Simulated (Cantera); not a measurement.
Feed: 1 mol PbO, 7.7 mol CO, 6.7 mol C, held at 2498 K.

Cantera equilibrium calculation (NASA polynomials, part measured and part estimated; ideal gas, pure solids and liquids). Candidate condensed phases: C, Pb, PbO, PbO₂, Pb₃O₄; 15 gas species. Equilibrium is a limit: real reactors are often held back by kinetics, nucleation or transport.

x: gas mole fraction; n: condensed amount in mol.

| P (Pa) | x CO | x Pb | x C₃ | x C | x C₂ | x Pb₂ | n C(graphite) |
|---|---|---|---|---|---|---|---|
| 10 | 0.891 | 0.102 | 0.00482 | 0.00162 | 0.000444 | 2.28e-9 | 5.53 |
| 100 | 0.896 | 0.103 | 0.000482 | 0.000162 | 4.44e-5 | 2.31e-8 | 5.68 |
| 1000 | 0.897 | 0.103 | ? | ? | ? | ? | 5.70 |
| 10000 | 0.897 | 0.103 | ? | ? | ? | ? | 5.70 |
| 100000 | 0.897 | 0.103 | 4.82e-7 | 1.62e-7 | 4.44e-8 | 2.31e-5 | 5.70 |
| 1000000 | 0.897 | 0.103 | 4.82e-8 | 1.62e-8 | 4.44e-9 | 0.000229 | 5.70 |

Question: Some entries are withheld; supply them.

Answer: 
- 1000, x C₃: 4.82e-5
- 1000, x C: 1.62e-5
- 1000, x C₂: 4.44e-6
- 1000, x Pb₂: 2.31e-7
- 10000, x C₃: 4.82e-6
- 10000, x C: 1.62e-6
- 10000, x C₂: 4.44e-7
- 10000, x Pb₂: 2.31e-6
